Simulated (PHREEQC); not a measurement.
0.014 g of hydrous ferric oxide (600 m²/g; 0.2 weak and 0.005 strong sites per Fe, Dzombak-Morel constants, diffuse double layer) in 1 kg of water with 0.1 mol/kgw of an inert sodium salt, at 25 °C; the pH is set by adding NaOH or the inert anion's acid. O2 is buffered at 0.21 atm. CO2 from the air is kept out. Precipitation was switched off in this run.

All values are PHREEQC results (ion-association model, wateq4f.dat), not measurements.

```json
[
 {"pH": "4", "surface charge σ (C/m²)": "0.321", "surface potential ψ (mV)": "147"},
 {"pH": "5", "surface charge σ (C/m²)": "0.215", "surface potential ψ (mV)": "126"},
 {"pH": "5.5", "surface charge σ (C/m²)": "[?]", "surface potential ψ (mV)": "[?]"},
 {"pH": "6", "surface charge σ (C/m²)": "[?]", "surface potential ψ (mV)": "[?]"},
 {"pH": "7", "surface charge σ (C/m²)": "0.045", "surface potential ψ (mV)": "52"},
 {"pH": "8", "surface charge σ (C/m²)": "[?]", "surface potential ψ (mV)": "5"},
 {"pH": "8.5", "surface charge σ (C/m²)": "-0.014", "surface potential ψ (mV)": "[?]"},
 {"pH": "9", "surface charge σ (C/m²)": "-0.034", "surface potential ψ (mV)": "-42"},
 {"pH": "10", "surface charge σ (C/m²)": "-0.094", "surface potential ψ (mV)": "-85"}
]
```

Question: Complete the blanks.

Answer: 
- 5.5, surface charge σ (C/m²): 0.159
- 5.5, surface potential ψ (mV): 111
- 6, surface charge σ (C/m²): 0.111
- 6, surface potential ψ (mV): 93
- 8, surface charge σ (C/m²): 0.004
- 8.5, surface potential ψ (mV): -19
